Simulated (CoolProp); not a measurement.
Vapour pressure (MPa) of octamethyltrisiloxane (MDM): the reference equation beside estimates from Tc = 565.4 K, pc = 1.438 MPa, ω = 0.528. Clausius-Clapeyron is anchored at 328.7 K with a constant enthalpy of vaporisation of 45.50 kJ/mol.

Computed with CoolProp (reference Helmholtz-energy equation of state, Thol 2017).

```
T (K)  reference  Lee-Kesler  Clausius-Clapeyron  Soave-Redlich-Kwong  Peng-Robinson
-----  ---------  ----------  ------------------  -------------------  -------------
267.9   5.161e-5    5.985e-5            6.672e-5             6.032e-5       7.246e-5
283.1  0.0001743   0.0001924           0.0001998            0.0001939      0.0002245
298.3  0.0005042   0.0005368           0.0005350                    …      0.0006072
313.5   0.001282    0.001329            0.001302             0.001337       0.001464
328.7   0.002919    0.002974            0.002919             0.002985       0.003201
343.9   0.006058    0.006098            0.006093             0.006111       0.006437
359.1    0.01162     0.01160             0.01195              0.01161              …
374.3    0.02081     0.02069                   …              0.02069        0.02122
389.5    0.03517     0.03488             0.03926              0.03487        0.03542
404.7    0.05652     0.05600             0.06654              0.05602        0.05645
```

Question: Fill in the missing entries.

Answer: 
- 298.3, Soave-Redlich-Kwong: 0.0005406
- 359.1, Peng-Robinson: 0.01205
- 374.3, Clausius-Clapeyron: 0.02219

Absolute difference from the reference over all 10 rows, mean and median: Lee-Kesler 4.2 and 1.4 %, Clausius-Clapeyron 9.1 and 6.4 %, Soave-Redlich-Kwong 4.5 and 1.6 %, Peng-Robinson 12.6 and 8.0 %.
